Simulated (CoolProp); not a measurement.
The numbers come from the reference Helmholtz-energy equation of state, Lemmon 2006 in CoolProp. It is a short technical equation, of lower accuracy than the large ones.

**Question.** Give the vapour pressure (MPa), enthalpy of vaporisation (kJ/kg), vapour Z of saturated isopentane at 12.85, 101.35 °C.

**Answer.** 
```json
[
 {"T (°C)": "12.85", "p (MPa)": "0.0585", "enthalpy of vaporisation (kJ/kg)": "355", "vapour Z": "0.970"},
 {"T (°C)": "101.35", "p (MPa)": "0.743", "enthalpy of vaporisation (kJ/kg)": "273", "vapour Z": "0.823"}
]
```
